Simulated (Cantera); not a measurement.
A closed system holds: 1 mol SiC, 1.1 mol H2O, 710 mol H2, held at 0.00368 Torr.

Method: chemical equilibrium by Gibbs-energy minimisation in Cantera with the NASA 1993 tables (ideal gas, pure condensed phases). Candidate condensed phases: C, C6H6, C7H8, C8H18, H2O, Si, SiC, SiO2; 123 gas species. Mutual solubility and eutectic melting of coexisting phases are not modelled. Equilibrium is a limit: real reactors are often held back by kinetics, nucleation or transport.

Task: Which condensed phases are stable at each of these points (T (K)): 950, 1050, 1150, 1250, 1350, 1450, 1550, 1650, 1750?

Result: 
```
T (K)         condensed phases  Si condensed (%)
-----  -----------------------  ----------------
950    SiC(s) + SiO2(β-quartz)             100.0
1050   SiC(s) + SiO2(β-quartz)              91.4
1150                    SiC(s)              45.0
1250                    SiC(s)              45.0
1350                    SiC(s)              44.8
1450                    SiC(s)              41.8
1550                    SiC(s)              18.6
1650                  gas only               0.0
1750                  gas only               0.0
```

From 950 K to 1050 K the condensed part is SiC(s) + SiO2(β-quartz). From 1150 K to 1550 K the condensed part is SiC(s). From 1650 K to 1750 K nothing is condensed.
